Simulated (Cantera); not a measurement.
Feed: 1 mol Si, 4.6 mol NF3, held at 377 °C and 0.100 bar.

Equilibrium computed with Cantera from the NASA thermochemical tables; the gas is ideal and each condensed phase is pure. Candidate condensed phases: Si, Si3N4; 16 gas species. Equilibrium is a limit: real reactors are often held back by kinetics, nucleation or transport.

Base state: NF3 0.616, SiF4 0.197, N2 0.145, F2 0.0414, F 0.000316 (mole fractions); condensed: gas only.

### Question
What changes in the equilibrium state with this change: temperature from 377 °C to 1500 °C?

### Answer
```csv
species,before,after
F,0.000316,0.747
N2,0.145,0.176
SiF4,0.197,0.0764
NF3,0.616,<1e-9
F2,0.0414,0.000949
```
